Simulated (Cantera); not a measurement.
Charge: 1 mol CaCl2, 3.1 mol O2, 7.4 mol H2, a varied amount of HCl, at 133 Pa.

Cantera equilibrium calculation (NASA polynomials, part measured and part estimated; ideal gas, pure solids and liquids). Candidate condensed phases: Ca, CaCl2, CaO, Ca(OH)2, H2O; 21 gas species. Condensed phases not in the tables: oxide chlorides. Rates play no part.

### Question
What condenses at these points (T in °C, n(HCl) in mol): (1500, 1.9); (1550, 2.6); (1400, 3.9); (1400, 3.2); (1675, 3.9)?

### Answer
```tsv
T (°C)	n(HCl) in mol	condensed phases	Ca condensed (%)
1500	1.9	CaO	32.3
1550	2.6	CaO	9.5
1400	3.9	gas only	0.0
1400	3.2	CaO	13.2
1675	3.9	gas only	0.0
```
